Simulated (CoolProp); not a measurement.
c-C4F8 (RC318) along the isotherm -34.85 °C: fugacity coefficient from the reference equation and from simpler models built on Tc = 115.2 °C, pc = 27.78 bar, ω = 0.355; each cubic takes its own stable root.

The numbers come from the reference Helmholtz-energy equation of state, Platzer 1990 in CoolProp. This equation is an older, rougher fit; its heat capacities, sound speeds and derivatives of the liquid may be far off and weren't checked against measurements.

| p (bar) | phase | reference |
|---|---|---|
| 0.132 | gas | 0.9922 |
| 0.234 | gas | 0.9862 |
| 0.417 | liquid | 0.6070 |
| 0.741 | liquid | 0.3422 |
| 1.32 | liquid | 0.1928 |
| 2.34 | liquid | 0.1094 |
| 4.17 | liquid | 0.06205 |
| 7.41 | liquid | 0.03559 |
| 13.2 | liquid | 0.02067 |
| 23.4 | liquid | 0.01238 |

Question: How far does each simpler model (van der Waals, Redlich-Kwong, Peng-Robinson) lie from the reference over these 10 states: mean and median of the absolute difference, and the worst?

Answer: 
- van der Waals: mean 501.2 %, median 569.7 %, worst +947.7 % at -34.85 °C and 23.4 bar
- Redlich-Kwong: mean 128.3 %, median 173.4 %, worst +177.1 % at -34.85 °C and 23.4 bar
- Peng-Robinson: mean 1.8 %, median 2.3 %, worst +2.5 % at -34.85 °C and 0.417 bar

At some of these states van der Waals, Redlich-Kwong gives the other phase, because its saturation line lies elsewhere.
